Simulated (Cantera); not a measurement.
Cantera with NASA thermochemical tables; ideal gases at 1 bar, condensed phases pure. Values are per mole of reaction as written; species without (g) are pure solids or liquids, kept so even where they would boil at 1 bar.

O₃(g) + 6 CuF₂(g) → 3 Cu₂O + 12 F(g), with ΔH° = 1900.7 kJ and ΔS° = 341.4 J/K at 300 K.

Problem. How far is the shortcut ΔG° ≈ ΔH°(300 K) − T·ΔS°(300 K) from the full temperature-dependent value at 2050, 2075, 2100, 2125, 2150, 2175, 2200, 2225, 2250, 2275 K?

Solution. 
```
T (K)  shortcut (kJ)  full (kJ)  difference (kJ)  difference in log10 K  condensed phases
-----  -------------  ---------  ---------------  ---------------------  ----------------
2050          1200.7      882.9            317.8                  -8.10           Cu₂O(l)
2075          1192.2      865.6            326.6                  -8.22           Cu₂O(l)
2100          1183.6      848.2            335.5                  -8.34           Cu₂O(l)
2125          1175.1      830.7            344.4                  -8.46           Cu₂O(l)
2150          1166.6      813.3            353.3                  -8.58           Cu₂O(l)
2175          1158.0      795.8            362.3                  -8.70           Cu₂O(l)
2200          1149.5      778.2            371.3                  -8.81           Cu₂O(l)
2225          1141.0      760.7            380.3                  -8.93           Cu₂O(l)
2250          1132.4      743.1            389.4                  -9.04           Cu₂O(l)
2275          1123.9      725.4            398.4                  -9.15           Cu₂O(l)
```
The shortcut ignores heat capacities and the phase changes listed.
